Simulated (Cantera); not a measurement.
What does this Cantera script print?

```python
import numpy as np
import cantera as ct

gas = ct.Solution("gri30.yaml")


def delay(T, t_max=10):
    gas.TPX = T, 100000, {'CH4': 1, 'O2': 1.82, 'N2': 5.09}
    reactor = ct.IdealGasReactor(gas, clone=False)
    net = ct.ReactorNet([reactor])
    net.rtol, net.atol = 1e-8, 1e-16
    while net.time < t_max:
        t_old, T_old = net.time, reactor.T
        net.step()
        if reactor.T > T + 400:  # ignition: a rise of 400 K
            return t_old + (T + 400 - T_old) / (reactor.T - T_old) * (net.time - t_old)
    return np.nan


taus = []
for T in [1125, 1175, 1225, 1275, 1325, 1375, 1425, 1475]:
    taus.append(delay(T))
    print(f"T0 = {T:6g} K   tau = {taus[-1]:.4e} s")
```

Result:

```
T0 =   1125 K   tau = 1.0960e-01 s
T0 =   1175 K   tau = 5.1192e-02 s
T0 =   1225 K   tau = 2.4885e-02 s
T0 =   1275 K   tau = 1.2564e-02 s
T0 =   1325 K   tau = 6.5769e-03 s
T0 =   1375 K   tau = 3.5686e-03 s
T0 =   1425 K   tau = 2.0090e-03 s
T0 =   1475 K   tau = 1.1755e-03 s
```

Detailed kinetics in Cantera: GRI-Mech 3.0 (53 species, 325 reactions).
